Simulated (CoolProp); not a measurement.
R1224YDZ along the isotherm 459.1 K: fugacity coefficient from the reference equation and from simpler models built on Tc = 428.7 K, pc = 33.34 bar, ω = 0.325; each cubic takes its own stable root.

Model: reference Helmholtz-energy equation of state, Akasaka 2023, in CoolProp.

| p (bar) | phase | reference | van der Waals | Soave-Redlich-Kwong | Peng-Robinson |
|---|---|---|---|---|---|
| 0.527 | gas | 0.9957 | 0.9960 | 0.9958 | 0.9952 |
| 0.795 | gas | 0.9935 | 0.9940 | 0.9936 | 0.9928 |
| 1.2 | gas | 0.9902 | 0.9910 | 0.9904 | 0.9891 |
| 1.81 | gas | 0.9853 | 0.9864 | 0.9856 | 0.9836 |
| 2.73 | gas | 0.9778 | 0.9795 | 0.9783 | 0.9754 |
| 4.12 | gas | 0.9666 | 0.9691 | 0.9673 | 0.9630 |
| 6.21 | gas | 0.9499 | 0.9534 | 0.9509 | 0.9446 |
| 9.37 | gas | 0.9248 | 0.9299 | 0.9263 | 0.9172 |
| 14.1 | gas | 0.8877 | 0.8947 | 0.8900 | 0.8770 |
| 21.3 | gas | 0.8323 | 0.8413 | 0.8358 | 0.8178 |
| 32.2 | gas | 0.7506 | 0.7592 | 0.7558 | 0.7321 |
| 48.6 | supercritical | 0.6300 | 0.6249 | 0.6384 | 0.6110 |
| 73.2 | supercritical | 0.4841 | 0.4939 | 0.5065 | 0.4785 |
| 111 | supercritical | 0.3793 | 0.4095 | 0.4093 | 0.3798 |
| 167 | supercritical | 0.3169 | 0.3700 | 0.3520 | 0.3188 |
